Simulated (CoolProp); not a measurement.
A single-stage vapour-compression cycle with R125: evaporating at 235.15 K (dew point), condensing at 300.15 K (bubble point), superheat 2 K, subcooling 5 K, compressor efficiency 0.75, no pressure losses. Each further row changes one setting.

Computed with CoolProp (reference Helmholtz-energy equation of state, Lemmon 2005).

```tsv
case	cooling COP	pressure ratio	discharge temperature (K)	refrigerating effect (kJ/kg)	volumetric capacity (kJ/m³)
as stated	1.82	8.95	317.3	86.0	900
evaporating temperature 240.15 K	2.09	7.21	315.4	88.8	1140
condensing temperature 295.15 K	2.09	7.84	311.8	92.7	971
subcooling 10 K	1.96	8.95	317.3	92.7	971
superheat 12 K	1.87	8.95	327.4	93.3	929
compressor efficiency 0.65	1.58	8.95	324.5	86.0	900
```
